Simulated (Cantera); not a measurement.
Input (Python, Cantera):

```python
import numpy as np
import cantera as ct

gas = ct.Solution("gri30.yaml")
gas.TPX = 1925, 2666, {'CH4': 1, 'N2': 110, 'H2O': 0.8}
reactor = ct.IdealGasConstPressureReactor(gas, energy="off", clone=False)
net = ct.ReactorNet([reactor])
net.rtol, net.atol = 1e-08, 1e-18
show = ['CH4', 'C2H', 'CH2', 'CH3', 'C2H6', 'C2H2']
times = np.geomspace(5e-05, 100, 13)

steps = ct.SolutionArray(gas, extra=["t"])
rows = []
print(f"{'t/s':>10s}{'T/K':>9s}{'P/Pa':>11s}" + "".join(f"{s:>11s}" for s in show))
for t in times:
    while net.time < t:
        t_next = net.step()
        steps.append(gas.state, t=t_next)
    rows.append([np.interp(t, steps.t, y) for y in (steps.T, steps.P, *steps(*show).X.T)])
    print(f"{t:10.3e}{rows[-1][0]:9.1f}{rows[-1][1]:11.4g}" + "".join(f"{x:11.3e}" for x in rows[-1][2:]))
rate = np.gradient(steps.T, steps.t)
print("integrator steps:", len(steps.t))
if steps.T.max() > steps.T[0] + 200:
    print(f"time of steepest temperature rise: {steps.t[rate.argmax()]:.4e} s")
gas.TPX = 1925, 2666, {'CH4': 1, 'N2': 110, 'H2O': 0.8}
gas.equilibrate("TP")
print(f"equilibrium (TP): T = {gas.T:.1f} K  " + "  ".join(f"{s} {gas[s].X[0]:.3e}" for s in show))
```

Result:

```
       t/s      T/K       P/Pa        CH4        C2H        CH2        CH3       C2H6       C2H2
 5.000e-05   1925.0       2666  8.941e-03  3.969e-20  7.128e-11  3.132e-06  1.169e-12  3.607e-14
 1.675e-04   1925.0       2666  8.931e-03  5.282e-17  2.066e-09  1.317e-05  5.388e-11  8.515e-12
 5.612e-04   1925.0       2666  8.892e-03  3.101e-14  3.095e-08  5.174e-05  1.654e-09  1.923e-09
 1.880e-03   1925.0       2666  8.757e-03  9.628e-12  2.560e-07  1.801e-04  2.632e-08  3.020e-07
 6.300e-03   1925.0       2666  8.139e-03  3.230e-09  1.782e-06  5.569e-04  2.726e-07  3.515e-05
 2.111e-02   1925.0       2666  4.515e-03  2.483e-07  5.019e-06  7.455e-04  5.051e-07  1.449e-03
 7.071e-02   1925.0       2666  9.097e-04  6.812e-07  2.742e-06  2.157e-04  4.240e-08  3.711e-03
 2.369e-01   1925.0       2666  1.522e-04  9.694e-07  1.223e-06  5.346e-05  2.515e-09  3.867e-03
 7.937e-01   1925.0       2666  1.012e-04  7.842e-07  8.870e-07  3.709e-05  1.199e-09  3.010e-03
 2.659e+00   1925.0       2666  5.181e-05  4.493e-07  4.786e-07  1.974e-05  3.346e-10  1.651e-03
 8.909e+00   1925.0       2666  9.971e-06  2.124e-07  1.309e-07  4.565e-06  1.709e-11  6.469e-04
 2.985e+01   1925.0       2666  2.704e-07  2.086e-07  7.942e-09  1.860e-07  2.556e-14  4.213e-04
 1.000e+02   1925.0       2666  1.543e-08  2.326e-07  5.649e-10  1.185e-08  3.502e-16  4.203e-04
integrator steps: 1743
equilibrium (TP): T = 1925.0 K  CH4 6.180e-09  C2H 3.988e-09  CH2 2.264e-10  CH3 4.748e-09  C2H6 2.022e-17  C2H2 7.204e-06
```

Detailed kinetics in Cantera: GRI-Mech 3.0 (53 species, 325 reactions). Radical loss at walls, strong at low pressure, is not modelled.
